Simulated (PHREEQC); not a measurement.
A made-up water analysis in mg/L, 83 °C, pH 2.13, pe 8.3: Na 174; K 101; Ca 612; Mg 79.6; Cl 168; S(6) as SO4 2790; Fe(3) 1.97; Al 0.977; Cd 8.55; B 0.557; Cu(2) 9.13.

Cl is adjusted to close the charge balance.
Valence states are taken as typed.

Computed with PHREEQC (ion-association model, wateq4f.dat).

```
quantity                             before    after
----------------------------------  -------  -------
ionic strength (mol/kgw)             0.0645   0.0700
HSO4- (mol/kgw)                      0.0136  0.00592
Ca+2 (mol/kgw)                       0.0104  0.00966
SO4-2 (mol/kgw)                     0.00852   0.0157
Mg+2 (mol/kgw)                      0.00156  0.00196
Cu+2 (mol/kgw)                      9.38e-5  9.08e-5
SI of Gypsum (CaSO4:2H2O)             -0.11    +0.02
SI of Jarosite-K (KFe3(SO4)2(OH)6)    -2.27    -4.60
```

Question: Which change was made?
(A) temperature from 83 to 25 °C at the same typed pH
(B) Cu(2) from 9.13 to 4.57 mg/L
(C) Ca from 612 to 1840 mg/L

Answer: A, temperature from 83 to 25 °C at the same typed pH

This is a speciation only: nothing precipitates in the calculation. Some of these states are supersaturated (in Hematite (slow to form), Goethite (slow to form), for instance). At this temperature some constants are extrapolated from 25 °C, and those without enthalpy data are left unchanged.
